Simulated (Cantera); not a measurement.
# Stirred combustor or abatement burner

A perfectly stirred reactor is fed with H2 : O2 : N2 : H2O = 1 : 1.02 : 3.84 : 0.0066 (molar parts), at 1.01 bar; it is adiabatic with a 448 K inlet, and is followed from long to short residence time, starting on the burning branch (τ in s: 0.4, 0.16, 0.061, 0.024, 0.0095, 0.0038, 0.0015, 0.00058, 0.00023, 9e-05, 3.6e-05, 1.4e-05).

Cantera simulation using the H2/O2 subset of GRI-Mech 3.0, which has no nitrogen chemistry; the numbers are that mechanism's predictions, not measurements.

```csv
τ (s),T (K),x H2,x O2,x H2O,x HO2,x O,x H2O2
0.40,1744,6.94e-5,0.0966,0.187,1.08e-6,6.28e-5,7.50e-8
0.16,1742,0.000122,0.0966,0.187,1.58e-6,0.000107,1.06e-7
0.061,1739,0.000227,0.0964,0.186,2.63e-6,0.000199,1.58e-7
0.024,1734,0.000418,0.0963,0.186,4.49e-6,0.000369,2.33e-7
0.0095,1725,0.000769,0.0961,0.185,7.66e-6,0.000681,3.42e-7
0.0038,1711,0.00139,0.0959,0.184,1.27e-5,0.00123,4.97e-7
0.0015,1687,0.00250,0.0957,0.181,2.03e-5,0.00219,7.36e-7
0.00058,1645,0.00443,0.0956,0.177,3.08e-5,0.00375,1.15e-6
0.00023,1579,0.00756,0.0962,0.172,4.35e-5,0.00582,1.92e-6
9.0e-5,1476,0.0134,0.0987,0.162,5.95e-5,0.00780,3.68e-6
3.6e-5,1315,0.0302,0.108,0.141,8.58e-5,0.00720,7.73e-6
1.4e-5,448,0.170,0.174,0.00113,<1e-12,<1e-12,<1e-12
```
x: mole fraction; the columns are a selection and need not sum to one.
